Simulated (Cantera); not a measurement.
Mixture: C3H8 : O2 : N2 = 1 : 7.14 : 26.9 (molar parts), equivalence ratio 0.70, at 39.0 bar, adiabatic and at constant volume. Ignition delay is the time to a rise of 400 K.

Cantera simulation using GRI-Mech 3.0 (53 species, 325 reactions); the numbers are that mechanism's predictions, not measurements. GRI-Mech 3.0 was tuned for natural gas; its chemistry of propane as a main component is partial and can be far from experiment. The pressure lies above the range GRI-Mech 3.0 was tuned for (to about 10 atm).

**Question.** What does this change do: pressure from 39.0 bar to 0.890 bar?

**Answer.** 
```json
[
 {"quantity": "delay at 1073 K", "before": "4.20 ms", "after": "0.104 s"},
 {"quantity": "delay at 1173 K", "before": "0.782 ms", "after": "10.6 ms"},
 {"quantity": "delay at 1273 K", "before": "0.165 ms", "after": "1.48 ms"},
 {"quantity": "delay at 1373 K", "before": "39.9 µs", "after": "0.310 ms"},
 {"quantity": "apparent activation energy between 1323 and 1423 K", "before": "210 kJ/mol", "after": "210 kJ/mol"}
]
```

**Question.** What does this change do: pressure from 39.0 bar to 0.440 bar?

**Answer.** 
| quantity | before | after |
|---|---|---|
| delay at 1073 K | 4.20 ms | 0.151 s |
| delay at 1173 K | 0.782 ms | 14.4 ms |
| delay at 1273 K | 0.165 ms | 2.04 ms |
| delay at 1373 K | 39.9 µs | 0.452 ms |
| apparent activation energy between 1323 and 1423 K | 210 kJ/mol | 200 kJ/mol |
